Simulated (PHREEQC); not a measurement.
Make-up at 10 °C: 0.00026 mol/kgw H4SiO4, 0.00029 mol/kgw NH4Cl and 0.00027 mol/kgw H2SeO4. Closed to the air; pH follows from the charge balance.

Equilibrium calculation in PHREEQC: ion-association model, wateq4f.dat.

```
Item                       Result
----------------  ---------------
pH                           3.29
ionic strength    0.00109 mol/kgw
total alkalinity    -0.540 meq/kg
```

```
species  molality  activity   log γ
-------  --------  --------  ------
H+       0.000536  0.000518  -0.015
Cl-      0.000290  0.000280  -0.016
NH4+     0.000290  0.000280  -0.016
SeO4-2   0.000266  0.000230  -0.063
H4SiO4   0.000260  0.000260   0.000
HSeO4-    3.65e-6   3.52e-6  -0.016
```

No solid was allowed to form. Examples of supersaturated solids here: Quartz (slow to form), Chalcedony (slow to form). Others may be too. Away from 25 °C the constants follow the database's enthalpies or fits; those with neither stay at their 25 °C values.
